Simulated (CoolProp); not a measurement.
A simple Rankine cycle with R1233zd(E): condensing at 304.15 K, boiler at 0.462 MPa, turbine inlet 344.2 K, turbine efficiency 0.8, pump efficiency 0.7, no recuperator. Each further row changes one setting.

The numbers come from the reference Helmholtz-energy equation of state, Akasaka 2022 in CoolProp.

```json
[
 {"case": "as stated", "thermal efficiency (%)": "7.4", "net work (kJ/kg)": "15.9", "heat in (kJ/kg)": "216", "turbine exit temperature (K)": "318.4", "volume ratio over the turbine": "2.86"},
 {"case": "turbine inlet 364.2 K", "thermal efficiency (%)": "7.4", "net work (kJ/kg)": "17.2", "heat in (kJ/kg)": "234", "turbine exit temperature (K)": "338.7", "volume ratio over the turbine": "2.83"},
 {"case": "condensing temperature 296.15 K", "thermal efficiency (%)": "8.9", "net work (kJ/kg)": "20.1", "heat in (kJ/kg)": "225", "turbine exit temperature (K)": "312.3", "volume ratio over the turbine": "3.75"},
 {"case": "boiler pressure 0.323 MPa", "thermal efficiency (%)": "5.0", "net work (kJ/kg)": "11.0", "heat in (kJ/kg)": "219", "turbine exit temperature (K)": "327.8", "volume ratio over the turbine": "1.98"},
 {"case": "turbine efficiency 0.7", "thermal efficiency (%)": "6.4", "net work (kJ/kg)": "13.9", "heat in (kJ/kg)": "216", "turbine exit temperature (K)": "320.8", "volume ratio over the turbine": "2.89"}
]
```
